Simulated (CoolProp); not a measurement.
CHF3 (R23) at several states: density (kg/m³) from the reference equation and from simpler models built on Tc = 299.3 K, pc = 4832 kPa, ω = 0.263; each cubic takes its own stable root.

Computed with CoolProp (reference Helmholtz-energy equation of state, Penoncello 2003).

```json
[
 {"T (K)": "337.2", "p (kPa)": "6250", "phase": "supercritical", "reference": "246.1", "Redlich-Kwong": "251.3", "Soave-Redlich-Kwong": "234.1", "Peng-Robinson": "245.7"},
 {"T (K)": "218.4", "p (kPa)": "109", "phase": "gas", "reference": "4.313", "Redlich-Kwong": "4.283", "Soave-Redlich-Kwong": "4.292", "Peng-Robinson": "4.297"},
 {"T (K)": "203.2", "p (kPa)": "1030", "phase": "liquid", "reference": "1401", "Redlich-Kwong": "1153", "Soave-Redlich-Kwong": "1199", "Peng-Robinson": "1356"}
]
```
